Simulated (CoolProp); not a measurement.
Vapour-liquid equilibrium of CH2F2 (R32) (1) + dimethyl ether (2) at -37.25 °C; x and y are mole fractions of (1).

Model: multi-fluid Helmholtz-energy mixture model, Tillner-Roth 1997 and Wu 2011; pair parameters Bell 2016, in CoolProp.

Question: Give the bubble pressure and the first vapour's composition at x = 0.05, 0.2, 0.35. Is there an azeotrope?

Answer: x = 0.05: 0.06325 MPa, y = 0.142; x = 0.2: 0.08438 MPa, y = 0.457; x = 0.35: 0.1073 MPa, y = 0.653. No azeotrope shows between x = 0.05 and 0.95.

The pair parameters rest on a limited set of measurements; away from them the model extrapolates. The gap from Raoult's law changes sign with composition, which may be real or a fault of the pair parameters; it wasn't checked against measurements.
